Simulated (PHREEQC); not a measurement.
Solution (74 °C): 14 mmol/kgw HF and 92 mmol/kgw NH3. Closed to the air; pH follows from the charge balance.

Model: ion-association model, phreeqc.dat, run in PHREEQC.

| quantity | before | after |
|---|---|---|
| pH | 8.77 | 8.38 |
| ionic strength (mol/kgw) | 0.0141 | 0.0140 |
| NH3 (mol/kgw) | 0.0779 | 0.0319 |
| NH4+ (mol/kgw) | 0.0141 | 0.0140 |
| HF (mol/kgw) | 8.19e-8 | 1.99e-7 |

Q: Name the change that produced these shifts.
(A) NH3 from 0.092 to 0.046 mol/kgw
(B) diluted 100-fold with water
(C) NH3 replaced by NH4HF2 at the same molality
(D) diluted 10-fold with water

A: A, NH3 from 0.092 to 0.046 mol/kgw

No solid was allowed to form. Away from 25 °C the constants follow the database's enthalpies or fits; those with neither stay at their 25 °C values.
